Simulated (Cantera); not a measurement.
Feed: 1 mol SiHCl3, 0.049 mol CH4, 110 mol H2, at 1852 °C.

Equilibrium computed with Cantera from the NASA thermochemical tables; the gas is ideal and each condensed phase is pure. Candidate condensed phases: C, C6H6, C7H8, C8H18, Si, SiC; 109 gas species. Mutual solubility and eutectic melting of coexisting phases are not modelled. Gases not in the tables: Si2H6 and higher silanes. Rates play no part.

### Question
What share of the Si ends up in condensed phases as a function of P (Pa), at 100, 320, 1000, 3200, 10000, 32000, 100000?

### Answer
```tsv
P (Pa)	Si condensed (%)	as
100	0.0	-
320	0.0	-
1000	0.0	-
3200	4.7	Si(l) + SiC(s)
10000	56.2	Si(l) + SiC(s)
32000	73.8	Si(l) + SiC(s)
100000	79.7	Si(l) + SiC(s)
```
